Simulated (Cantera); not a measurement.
An isothermal, constant-pressure homogeneous reactor starts with C₂H₆ : N₂ = 1 : 6.6 (molar parts), at 1523 K and 100.0 Torr.

Detailed kinetics in Cantera: GRI-Mech 3.0 (53 species, 325 reactions). GRI-Mech 3.0 stops at C3 and has no aromatics, soot or wall deposition, so with more carbon than oxygen in the feed, carbon stays in small species such as C2H2 where larger ones or solid carbon would form.

Task: Predict: x(C₂H₆) at 20.0 s; x(H₂) at 20.0 s; x(CH₂) at 20.0 s; x(C₂H₄) at 20.0 s; x(CH₃) at 20.0 s; x(CH₄) at 20.0 s.

Result: 
- x(C₂H₆) at 20.0 s: 2.85e-7 (gas-phase equilibrium 6.80e-8)
- x(H₂) at 20.0 s: 0.201 (gas-phase equilibrium 0.206)
- x(CH₂) at 20.0 s: 1.60e-9 (gas-phase equilibrium 6.63e-10)
- x(C₂H₄) at 20.0 s: 0.000616 (gas-phase equilibrium 0.000342)
- x(CH₃) at 20.0 s: 1.36e-5 (gas-phase equilibrium 5.53e-6)
- x(CH₄) at 20.0 s: 0.00489 (gas-phase equilibrium 0.00194)
